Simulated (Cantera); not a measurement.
**Stirred combustor or abatement burner**

A perfectly stirred reactor is fed with 9.25 % CO, 0.481 % H2, 0.398 % CH4, 11.1 % O2, 78.8 % N2, equivalence ratio 0.51, at 1.01 bar; it is adiabatic with a 698 K inlet, and is followed from long to short residence time, starting on the burning branch (τ in s: 0.059, 0.024, 0.0099, 0.004, 0.0017, 0.00068, 0.00028, 0.00011, 4.6e-05, 1.9e-05).

Detailed kinetics in Cantera: GRI-Mech 3.0 (53 species, 325 reactions).

```tsv
τ (s)	T (K)	x CO	x H2	x CH4	x C2H2	x NO	x HCN
0.059	1573	0.00227	6.08e-5	1.91e-6	<1e-12	1.77e-5	1.51e-10
0.024	1556	0.00401	0.000104	3.21e-6	<1e-12	1.36e-5	1.61e-10
0.0099	1527	0.00694	0.000171	5.54e-6	<1e-12	1.14e-5	2.06e-10
0.0040	1478	0.0122	0.000270	1.07e-5	<1e-12	9.90e-6	2.96e-10
0.0017	1392	0.0223	0.000401	2.54e-5	<1e-12	6.82e-6	3.97e-10
0.00068	698	0.0925	0.00481	0.00398	<1e-12	<1e-12	<1e-12
0.00028	698	0.0925	0.00481	0.00398	<1e-12	<1e-12	<1e-12
0.00011	698	0.0925	0.00481	0.00398	<1e-12	<1e-12	<1e-12
4.6e-5	698	0.0925	0.00481	0.00398	<1e-12	<1e-12	<1e-12
1.9e-5	698	0.0925	0.00481	0.00398	<1e-12	<1e-12	<1e-12
```
x: mole fraction; the columns are a selection and need not sum to one.
